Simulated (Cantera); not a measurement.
Cantera with NASA thermochemical tables; ideal gases at 1 bar, condensed phases pure. Values are per mole of reaction as written; species without (g) are pure solids or liquids, kept so even where they would boil at 1 bar.

Q: Between 300 and 2323 K, where is each reaction favourable under standard conditions?
- 2 H(g) + CaF₂ = Ca + 2 HF(g)
- CaF₂ = 2 F(g) + Ca(g)
- Ca + F₂(g) = CaF₂

A: 
- 2 H(g) + CaF₂ = Ca + 2 HF(g): ΔG° is 217 kJ at 300 K and 128 kJ at 2323 K; it stays positive (K < 1). ΔH° is 140 kJ and ΔS° 5 J/K at 2323 K.
- CaF₂ = 2 F(g) + Ca(g): ΔG° is 1441 kJ at 300 K and 691 kJ at 2323 K; it stays positive (K < 1). ΔH° is 1463 kJ and ΔS° 332 J/K at 2323 K.
- Ca + F₂(g) = CaF₂: ΔG° is -1173 kJ at 300 K and -866 kJ at 2323 K; it stays negative (K > 1). ΔH° is -1153 kJ and ΔS° -124 J/K at 2323 K.
